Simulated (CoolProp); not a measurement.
A Linde-Hampson liquefier for methane: isothermal reversible compression at 300 K from 1 atm to 15 MPa, throttling to 1 atm, return gas leaving the recuperator 10 K below the feed. Each further row changes one setting.

Model: reference Helmholtz-energy equation of state, Setzmann 1991, in CoolProp.

```json
[
 {"case": "as stated", "liquid yield per pass": "0.137", "compression work (kJ/kg of gas)": "742"},
 {"case": "high pressure 30 MPa", "liquid yield per pass": "…", "compression work (kJ/kg of gas)": "833"},
 {"case": "warm-end temperature 330 K", "liquid yield per pass": "…", "compression work (kJ/kg of gas)": "…"},
 {"case": "warm-end gap 15 K", "liquid yield per pass": "0.126", "compression work (kJ/kg of gas)": "742"}
]
```

Q: What belongs in the gaps?

A: 
- high pressure 30 MPa, liquid yield per pass: 0.216
- warm-end temperature 330 K, liquid yield per pass: 0.097
- warm-end temperature 330 K, compression work (kJ/kg of gas): 829
